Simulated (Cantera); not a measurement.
Cantera with NASA thermochemical tables; ideal gases at 1 bar, condensed phases pure. Values are per mole of reaction as written; species without (g) are pure solids or liquids, kept so even where they would boil at 1 bar.

### Question
Between 823 and 2023 K, where is each reaction favourable under standard conditions?
- 0.6667 Cr + O2(g) ⇌ 0.6667 CrO3(g)
- C + O2(g) ⇌ CO2(g)
- 0.8 Ta + O2(g) ⇌ 0.4 Ta2O5

### Answer
- 0.6667 Cr + O2(g) ⇌ 0.6667 CrO3(g): ΔG° is -158 kJ at 823 K and -98 kJ at 2023 K; it stays negative (K > 1). ΔH° is -208 kJ and ΔS° -54 J/K at 2023 K.
- C + O2(g) ⇌ CO2(g): ΔG° is -396 kJ at 823 K and -396 kJ at 2023 K; it stays negative (K > 1). ΔH° is -397 kJ and ΔS° 0 J/K at 2023 K.
- 0.8 Ta + O2(g) ⇌ 0.4 Ta2O5: ΔG° is -672 kJ at 823 K and -477 kJ at 2023 K; it stays negative (K > 1). ΔH° is -793 kJ and ΔS° -156 J/K at 2023 K.
